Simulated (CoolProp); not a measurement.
Saturated liquid density (kg/m³) of R152A: the reference equation beside estimates from Tc = 113.3 °C, pc = 4517 kPa, ω = 0.275. Rackett uses Z = 0.29056 − 0.08775 ω.

Model: reference Helmholtz-energy equation of state, Outcalt 1996, in CoolProp. It is a modified Benedict-Webb-Rubin equation, recast in Helmholtz form.

```tsv
T (°C)	reference	Rackett	van der Waals	Redlich-Kwong	Soave-Redlich-Kwong	Peng-Robinson
17.85	917.3	846.2	504.1	722.2	758.0	859.5
24.85	899.8	830.2	494.6	705.1	741.2	840.8
31.85	881.8	813.6	484.7	687.2	723.4	820.9
38.75	863.1	796.5	474.4	668.7	704.8	800.0
45.75	843.3	778.4	463.4	649.0	684.8	777.3
52.75	822.4	759.4	451.9	628.1	663.4	753.0
59.65	800.5	739.6	439.8	606.3	640.7	727.1
66.65	776.7	718.1	426.6	582.7	615.9	698.5
```

Absolute difference from the reference over all 8 rows, mean and median: Rackett 7.7 and 7.7 %, van der Waals 45.0 and 45.0 %, Redlich-Kwong 22.9 and 22.8 %, Soave-Redlich-Kwong 18.8 and 18.6 %, Peng-Robinson 7.8 and 7.6 %.
